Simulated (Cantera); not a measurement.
Cantera run:

```python
import numpy as np
import cantera as ct

gas_names = """
    CL CL2 H HCL H2 N NH NH2 NH3 N2 N2H2 N2H4 Si SiCL SiCL2 SiCL3 SiCL4 SiH SiHCL3 SiH2 SiH2CL2 SiH3
    SiH3CL SiH4 SiN Si2 Si2N Si3
""".split()
cond_names = """
    NH4CL(a) NH4CL(b) Si(cr) Si(L) Si3N4(a)
""".split()


# ... load() reads the species with a 1 bar reference pressure and builds the phases ...
atoms = {
    'Si': {'Si': 1},
    'HCl': {'H': 1, 'CL': 1},
    'N2': {'N': 2},
}
top_T = {'Si3N4(a)': 2400}  # K; cautious upper limits of use, not melting points


# ... equilibrate(T, P, feed) seeds the gas with the atoms and calls Mixture.equilibrate('TP', solver="vcs", rtol=1e-11, max_steps=5000) ...
results = []
feed = {'Si': 1, 'HCl': 4.5, 'N2': 16}  # mol
P = 10000  # Pa
for T in [875, 925, 975, 1025, 1075, 1125, 1175, 1225, 1275, 1325, 1375, 1425]:
    mix = equilibrate(T, P, feed)
    results.append((T, P, feed, dict(zip(mix.species_names, mix.species_moles))))
    x = sorted(zip(gas.X, gas.species_names), reverse=True)
    print(f"T = {T:g} K  P = {P:g} Pa  gas = {mix.phase_moles(0):.4g} mol")
    print("   x: " + "  ".join(f"{s} {v:.3e}" for v, s in x if v > 0.001))
    print("   condensed (mol): " + ("  ".join(f"{mix.phase(i).name} {mix.phase_moles(i):.4g}"
          for i in range(1, mix.n_phases) if mix.phase_moles(i) > 1e-12) or "none"))
```

Output:

```
T = 875 K  P = 10000 Pa  gas = 19.66 mol
   x: N2 7.972e-01  HCL 1.248e-01  H2 5.204e-02  SiCL4 2.601e-02
   condensed (mol): Si3N4(a) 0.1627
T = 925 K  P = 10000 Pa  gas = 19.67 mol
   x: N2 7.962e-01  HCL 1.289e-01  H2 4.993e-02  SiCL4 2.495e-02
   condensed (mol): Si3N4(a) 0.1695
T = 975 K  P = 10000 Pa  gas = 19.68 mol
   x: N2 7.954e-01  HCL 1.325e-01  H2 4.808e-02  SiCL4 2.401e-02
   condensed (mol): Si3N4(a) 0.1755
T = 1025 K  P = 10000 Pa  gas = 19.68 mol
   x: N2 7.946e-01  HCL 1.357e-01  H2 4.645e-02  SiCL4 2.317e-02
   condensed (mol): Si3N4(a) 0.1807
T = 1075 K  P = 10000 Pa  gas = 19.69 mol
   x: N2 7.939e-01  HCL 1.385e-01  H2 4.500e-02  SiCL4 2.241e-02
   condensed (mol): Si3N4(a) 0.1853
T = 1125 K  P = 10000 Pa  gas = 19.69 mol
   x: N2 7.933e-01  HCL 1.410e-01  H2 4.372e-02  SiCL4 2.170e-02
   condensed (mol): Si3N4(a) 0.1892
T = 1175 K  P = 10000 Pa  gas = 19.7 mol
   x: N2 7.928e-01  HCL 1.431e-01  H2 4.259e-02  SiCL4 2.101e-02
   condensed (mol): Si3N4(a) 0.1925
T = 1225 K  P = 10000 Pa  gas = 19.7 mol
   x: N2 7.923e-01  HCL 1.450e-01  H2 4.161e-02  SiCL4 2.028e-02
   condensed (mol): Si3N4(a) 0.1949
T = 1275 K  P = 10000 Pa  gas = 19.71 mol
   x: N2 7.918e-01  HCL 1.465e-01  H2 4.080e-02  SiCL4 1.944e-02
   condensed (mol): Si3N4(a) 0.1961
T = 1325 K  P = 10000 Pa  gas = 19.73 mol
   x: N2 7.913e-01  HCL 1.475e-01  H2 4.020e-02  SiCL4 1.837e-02  SiCL3 1.621e-03
   condensed (mol): Si3N4(a) 0.1951
T = 1375 K  P = 10000 Pa  gas = 19.75 mol
   x: N2 7.907e-01  HCL 1.477e-01  H2 3.991e-02  SiCL4 1.691e-02  SiCL3 2.620e-03  SiCL2 1.865e-03
   condensed (mol): Si3N4(a) 0.1905
T = 1425 K  P = 10000 Pa  gas = 19.8 mol
   x: N2 7.899e-01  HCL 1.468e-01  H2 4.007e-02  SiCL4 1.488e-02  SiCL2 4.094e-03  SiCL3 3.935e-03
   condensed (mol): Si3N4(a) 0.1801
```

Equilibrium computed with Cantera from the NASA thermochemical tables; the gas is ideal and each condensed phase is pure. N2 is the only nitrogen source here; it is nearly inert below about 1500 K, so the nitride shown seldom forms there in practice. The tables' values for SiCl3 are old estimates; treat these amounts as uncertain.
